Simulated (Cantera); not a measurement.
An adiabatic, constant-volume homogeneous reactor starts with 6.36 % CH4, 7.00 % H2, 17.8 % O2, 66.8 % N2, 2.04 % H2O, equivalence ratio 0.91, at 1425 K and 0.987 atm.

Cantera simulation using GRI-Mech 3.0 (53 species, 325 reactions); the numbers are that mechanism's predictions, not measurements.

Problem. Predict: time of steepest temperature rise; temperature at 0.200 s; equilibrium temperature; x(H2) at 0.200 s; x(O2) at 0.200 s; x(NO2) at 0.200 s; x(N2O) at 0.200 s; x(NO) at 0.200 s.

Solution. 
```json
{
 "time_of_steepest_temperature_rise": "0.154 ms",
 "temperature at 0.200 s": "2851 K",
 "equilibrium_temperature": "2851 K",
 "x(H2) at 0.200 s": "0.0205 (gas-phase equilibrium 0.0205)",
 "x(O2) at 0.200 s": "0.0263 (gas-phase equilibrium 0.0263)",
 "x(NO2) at 0.200 s": "4.14e-6 (gas-phase equilibrium 4.14e-6)",
 "x(N2O) at 0.200 s": "9.29e-7 (gas-phase equilibrium 9.29e-7)",
 "x(NO) at 0.200 s": "0.0128 (gas-phase equilibrium 0.0128)"
}
```
